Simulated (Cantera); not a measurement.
Mixture: CH₄ : CO : O₂ : N₂ = 1 : 0.26 : 3.13 : 11.6 (molar parts), at 1650 Torr, adiabatic and at constant pressure. Ignition delay is the time to a rise of 400 K.

Model: GRI-Mech 3.0 (53 species, 325 reactions), integrated in Cantera.

Task: What does this change do: pressure from 1650 Torr to 360 Torr?

Result: 
```csv
quantity,before,after
delay at 1125 K,63.2 ms,0.235 s
delay at 1275 K,7.33 ms,23.6 ms
delay at 1425 K,1.20 ms,3.74 ms
delay at 1575 K,0.275 ms,0.947 ms
apparent activation energy between 1500 and 1650 K,180 kJ/mol,160 kJ/mol
```

Task: What does this change do: N2 11.6 to 31 parts?

Result: 
```csv
quantity,before,after
delay at 1125 K,63.2 ms,0.157 s
delay at 1275 K,7.33 ms,18.7 ms
delay at 1425 K,1.20 ms,2.91 ms
delay at 1575 K,0.275 ms,0.615 ms
apparent activation energy between 1500 and 1650 K,180 kJ/mol,180 kJ/mol
```
